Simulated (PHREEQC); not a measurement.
Make-up at 55 °C: 0.3 mol NaBr and 8.8e-05 mol Na2SO4 per kg of water. Closed to the air; pH follows from the charge balance.

Computed with PHREEQC (ion-association model, phreeqc.dat).

This is a speciation only: nothing precipitates in the calculation.

Problem. Estimate the activity of water.

Solution. activity of water 0.990.

Problem. In which forms is S present?

Solution. SO4-2 70 %, NaSO4- 30 % of the S.

Constants without temperature data keep their 25 °C values here.
